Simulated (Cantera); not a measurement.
An isothermal, constant-pressure homogeneous reactor starts with NH3 : H2 : N2 = 1 : 8.5 : 0.44 (molar parts), at 1623 K and 101000 Pa.

Computed with Cantera and the gas-phase N/H chemistry of the illustrative SiF4/NH3 mechanism in the Surface Chemkin manual (1991). Walls and surfaces, which speed up NH3 decomposition in real reactors, are not modelled.

Problem. Predict: x(NH3) at 7.00 s; x(H2) at 7.00 s; x(NH2) at 7.00 s; x(N2H4) at 7.00 s; x(N2H2) at 7.00 s; x(NH) at 7.00 s; x(N) at 7.00 s.

Solution. 
```
Quantity                                              Value
-----------------  ----------------------------------------
x(NH3) at 7.00 s     0.0814 (gas-phase equilibrium 1.13e-5)
x(H2) at 7.00 s         0.866 (gas-phase equilibrium 0.914)
x(NH2) at 7.00 s    1.33e-5 (gas-phase equilibrium 1.97e-9)
x(N2H4) at 7.00 s    3.76e-9 (gas-phase equilibrium <1e-12)
x(N2H2) at 7.00 s    6.82e-9 (gas-phase equilibrium <1e-12)
x(NH) at 7.00 s    6.34e-8 (gas-phase equilibrium 1.00e-11)
x(N) at 7.00 s       1.91e-9 (gas-phase equilibrium <1e-12)
```
